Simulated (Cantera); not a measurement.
Cantera run:

```python
import numpy as np
import cantera as ct

gas_names = """
    Cr CrO CrO2 CrO3 H HO2 H2 H2O H2O2 O OH O2 O3
""".split()
cond_names = """
    Cr(cr) Cr(L) Cr2O3(s) Cr2O3(L) H2O(s) H2O(L)
""".split()


# ... load() reads the species with a 1 bar reference pressure and builds the phases ...
atoms = {
    'Cr': {'Cr': 1},
    'H2O': {'H': 2, 'O': 1},
    'H2': {'H': 2},
}
top_T = {}  # K; cautious upper limits of use, not melting points


# ... equilibrate(T, P, feed) seeds the gas with the atoms and calls Mixture.equilibrate('TP', solver="vcs", rtol=1e-11, max_steps=5000) ...
results = []
feed = {'Cr': 1, 'H2O': 30, 'H2': 190}  # mol
P = 5.7  # Pa
for T in [1873, 1973, 2073, 2173, 2273, 2373, 2473]:
    mix = equilibrate(T, P, feed)
    results.append((T, P, feed, dict(zip(mix.species_names, mix.species_moles))))

top = {s: max(r[3][s] / sum(r[3][g] for g in gas_names) for r in results) for s in gas_names}
cols = sorted((s for s in top if top[s] > 1e-05), key=lambda s: -top[s])[:6]
seen = [c for c in cond_names if any(r[3].get(c, 0) > 1e-12 for r in results)]
print("log10 of partial pressures in bar; condensed amounts in mol")
print(f"{'T/K':>10s}" + "".join(f"{s[:9]:>10s}" for s in cols + seen))
for T, P, feed, n in results:
    ng = sum(n[g] for g in gas_names)
    print(f"{T:10.4g}" + "".join(f"{np.log10(max(n[s] / ng * P / 1e5, 1e-99)):10.3f}" for s in cols)
          + "".join(f"{n.get(c, 0):10.4g}" for c in seen))
```

Output:

```
log10 of partial pressures in bar; condensed amounts in mol
       T/K         H        H2       H2O         O        OH        Cr
      1873    -5.364    -4.347    -5.133    -8.398    -7.260    -6.647
      1973    -5.063    -4.387    -5.158    -7.666    -6.857    -6.672
      2073    -4.810    -4.460    -5.208    -6.997    -6.502    -6.711
      2173    -4.607    -4.582    -5.314    -6.393    -6.213    -6.766
      2273    -4.459    -4.768    -5.550    -5.907    -6.051    -6.828
      2373    -4.366    -5.022    -6.006    -5.616    -6.101    -6.874
      2473    -4.316    -5.329    -6.648    -5.499    -6.332    -6.897
```

Equilibrium computed with Cantera from the NASA thermochemical tables; the gas is ideal and each condensed phase is pure.
